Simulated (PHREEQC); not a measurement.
Ca(OH)2 is added in steps, without added water, to 1 kg of water holding 120 mmol/kgw NaH2PO4, 0.45 mmol/kgw KOH and 5 mmol/kgw KCl, at 25 °C. O2 is buffered at 0.21 atm. The system is closed to CO2. Solids allowed: Portlandite, Hydroxyapatite, Halite. Others were left out.

Base run: PHREEQC, ion-association model, wateq4f.dat. Each further column changes one thing. The table gives pH.

```
Ca(OH)2 added (mol)   base  database phreeqc.dat  all activity coefficients set to 1  Debye-Hückel limiting law  metal-ligand complexes left out
-------------------  -----  --------------------  ----------------------------------  -------------------------  -------------------------------
0                     4.64                  4.64                                4.88                       4.50                             4.67
0.006875              5.61                  5.61                                5.80                       5.55                             5.57
0.02063               5.98                  5.98                                6.25                       5.82                             5.99
0.0275                6.12                  6.12                                6.41                       5.94                             6.14
0.03438               6.25                  6.25                                6.55                       6.06                             6.28
0.04813               6.49                  6.49                                6.79                       6.28                             6.52
0.055                 6.60                  6.60                                6.91                       6.39                             6.63
0.06187               6.72                  6.72                                7.04                       6.50                             6.75
0.07562               7.00                  7.00                                7.32                       6.77                             7.03
0.0825                7.18                  7.18                                7.50                       6.95                             7.21
0.08937               7.44                  7.44                                7.76                       7.20                             7.46
0.1031               10.57                 10.47                               11.14                      10.12                            10.53
0.11                 11.11                 11.02                               11.66                      10.66                            11.08
```

H3PO4, which wateq4f.dat lacks, is added to it with the constant of phreeqc.dat.  phreeqc.dat and wateq4f.dat share most of their constants, so their agreement is no independent check. Solids allowed in the column 'database phreeqc.dat': Hydroxyapatite, Halite, Sylvite.
